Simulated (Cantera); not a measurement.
A closed system holds: 1 mol PbO, 0.82 mol CO, 11 mol H2, held at 1623.15 K and 900000 Pa.

Method: chemical equilibrium by Gibbs-energy minimisation in Cantera with the NASA 1993 tables (ideal gas, pure condensed phases). Candidate condensed phases: C, C6H6, C7H8, C8H18, H2O, Pb, PbO, PbO2, Pb3O4; 113 gas species. Equilibrium is a limit: real reactors are often held back by kinetics, nucleation or transport.

Base state: H2 0.841, H2O 0.0819, CO 0.0667, Pb 0.00816, CO2 0.00209, CH4 4.40e-5, H 2.12e-5 (mole fractions); condensed: Pb(l).

Problem. What changes in the equilibrium state with this change: temperature from 1623.15 K to 848 K?

Solution. 
```json
[
 {"species": "H2", "before": "0.841", "after": "0.741"},
 {"species": "H2O", "before": "0.0819", "after": "0.178"},
 {"species": "CH4", "before": "4.40e-5", "after": "0.0804"},
 {"species": "CO", "before": "0.0667", "after": "9.21e-5"},
 {"species": "Pb", "before": "0.00816", "after": "3.32e-8"},
 {"species": "H", "before": "2.12e-5", "after": "<1e-9"},
 {"species": "CO2", "before": "0.00209", "after": "6.85e-5"},
 {"species": "Pb(l), mol", "before": "0.903", "after": "1.00"}
]
```

Problem. What changes in the equilibrium state with this change: 0.24 mol NH3 added?

Solution. 
```
species      before    after
----------  -------  -------
H2            0.841    0.837
H2O          0.0819   0.0787
CO           0.0667   0.0641
N2                0  0.00966
Pb          0.00816  0.00816
NH3               0  2.98e-5
CO2         0.00209  0.00195
Pb(l), mol    0.903    0.899
```
